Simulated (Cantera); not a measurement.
Feed: 1 mol CCl4, 7.3 mol H2, held at 1325 °C and 0.0150 Torr.

Method: chemical equilibrium by Gibbs-energy minimisation in Cantera with the NASA 1993 tables (ideal gas, pure condensed phases). Candidate condensed phases: C, C6H6, C7H8, C8H18; 91 gas species. Kinetics and transport are ignored.

Base state: H2 0.564, HCl 0.422, H 0.00895, Cl 0.00530, C2H2 (acetylene) 1.52e-5 (mole fractions); condensed: C(graphite).

What changes in the equilibrium state with this change: H2 from 7.3 to 0.39 mol?


```json
[
 {"species": "Cl", "before": "0.00530", "after": "0.804"},
 {"species": "HCl", "before": "0.422", "after": "0.195"},
 {"species": "Cl2", "before": "4.75e-8", "after": "0.00109"},
 {"species": "H2", "before": "0.564", "after": "5.25e-6"},
 {"species": "C2H2 (acetylene)", "before": "1.52e-5", "after": "<1e-9"},
 {"species": "H", "before": "0.00895", "after": "2.73e-5"},
 {"species": "C(graphite), mol", "before": "1.000", "after": "1.00"}
]
```
